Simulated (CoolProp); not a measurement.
n-perfluorohexane along the isobar 1.01 bar: fugacity coefficient from the reference equation and from simpler models built on Tc = 174.9 °C, pc = 17.42 bar, ω = 0.497; each cubic takes its own stable root.

Model: reference Helmholtz-energy equation of state, Gao 2022, in CoolProp.

```tsv
T (°C)	phase	reference	van der Waals	Redlich-Kwong	Soave-Redlich-Kwong	Peng-Robinson
-76.15	liquid	0.0001538	0.1892	0.005485	0.0001751	0.0002183
-51.15	liquid	0.002244	0.4378	0.03460	0.002369	0.002721
-26.15	liquid	0.01692	0.8494	0.1364	0.01721	0.01870
-1.15	liquid	0.08027	0.9456	0.3894	0.08046	0.08413
23.75	liquid	0.2708	0.9553	0.8804	0.2708	0.2760
48.75	liquid	0.7142	0.9627	0.9505	0.7171	0.7183
73.75	gas	0.9507	0.9686	0.9597	0.9523	0.9498
98.75	gas	0.9612	0.9733	0.9667	0.9620	0.9595
123.75	gas	0.9690	0.9770	0.9722	0.9695	0.9671
148.75	gas	0.9750	0.9801	0.9766	0.9754	0.9731
173.65	gas	0.9796	0.9827	0.9802	0.9801	0.9779
```

At some of these states van der Waals, Redlich-Kwong gives the other phase, because its saturation line lies elsewhere.
